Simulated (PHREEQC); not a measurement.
0.15 g of hydrous ferric oxide (600 m²/g; 0.2 weak and 0.005 strong sites per Fe, Dzombak-Morel constants, diffuse double layer) in 1 kg of water with 0.1 mol/kgw of an inert sodium salt and 1.1e-06 mol/kgw MnCl2, 0.0005 mol/kgw H3BO3 and 0.0006 mol/kgw CuCl2, at 25 °C; the pH is set by adding NaOH or the inert anion's acid. No oxygen is let in. No CO2 enters from the air. No solid was allowed to form.

All values are PHREEQC results (ion-association model, wateq4f.dat), not measurements.

```tsv
pH	Mn sorbed (%)	B sorbed (%)	Cu sorbed (%)	surface charge σ (C/m²)	surface potential ψ (mV)
4	0.0	0.0	0.9	0.322	146
4.5	0.0	0.0	3.1	0.277	139
5	0.0	0.1	12.0	0.235	130
5.5	0.0	0.1	28.8	0.229	129
6	0.0	0.0	40.5	0.251	134
6.5	0.0	0.0	45.8	0.264	136
7	0.0	0.0	46.2	0.248	133
7.5	0.1	0.0	42.7	0.197	122
8	0.5	0.0	37.8	0.133	102
8.5	3.9	0.0	33.7	0.081	78
9	26.0	0.0	30.8	0.044	52
9.5	75.8	0.0	28.7	0.019	25
10	96.4	0.0	27.1	-0.002	-3
10.5	99.5	0.0	25.4	-0.024	-31
11	99.9	0.0	23.3	-0.052	-58
11.5	100.0	0.0	20.1	-0.094	-84
12	100.0	0.0	15.0	-0.160	-108
```

Along this series the solution becomes supersaturated in solids that the run did not let form, among them Cu(OH)2, Atacamite. The database's constant for dissolved Cu(OH)2 is higher than later reviews accept.
